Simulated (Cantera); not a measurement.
A freely propagating, adiabatic, planar premixed flame of CH₄ : C₂H₆ : O₂ : N₂ = 1 : 0.076 : 1.51 : 5.68 (molar parts), equivalence ratio 1.5, unburnt at 650 K and 0.880 bar; mixture-averaged transport, grid criteria slope 0.08 and curve 0.16, no radiation.

Detailed kinetics in Cantera: GRI-Mech 3.0 (53 species, 325 reactions). Burning velocities carry a grid error of a few per cent, more on coarse grids.

What does this change do: inlet temperature 650 to 423 K?


```csv
quantity,before,after
laminar burning velocity,73.7 cm/s,24.3 cm/s
thermal thickness,0.613 mm,1.02 mm
peak x(O),0.000160,6.18e-5
peak x(C₂H),3.07e-6,1.14e-6
```

What does this change do: inlet temperature 650 to 400 K?


```
quantity                     before      after
------------------------  ---------  ---------
laminar burning velocity  73.7 cm/s  21.4 cm/s
thermal thickness          0.613 mm    1.07 mm
peak x(O)                  0.000160    5.62e-5
peak x(C₂H)                 3.07e-6    1.02e-6
```
